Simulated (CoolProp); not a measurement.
Fluoroethane (R161) at 298.15 K and 0.427 MPa is compressed adiabatically to 1.44 MPa with isentropic efficiency 0.7. Each further row changes one setting.

Computed with CoolProp (reference Helmholtz-energy equation of state, Wu 2012).

```tsv
case	work (kJ/kg)	final temperature (K)	final density (kg/m³)
as stated	[?]	372.9	25.1
efficiency 1	[?]	[?]	26.9
efficiency 0.65	95.4	[?]	[?]
```

Task: Complete the blanks.

Result: 
- as stated, work (kJ/kg): 88.6
- efficiency 1, work (kJ/kg): 62.0
- efficiency 1, final temperature (K): 356.8
- efficiency 0.65, final temperature (K): 377.0
- efficiency 0.65, final density (kg/m³): 24.7
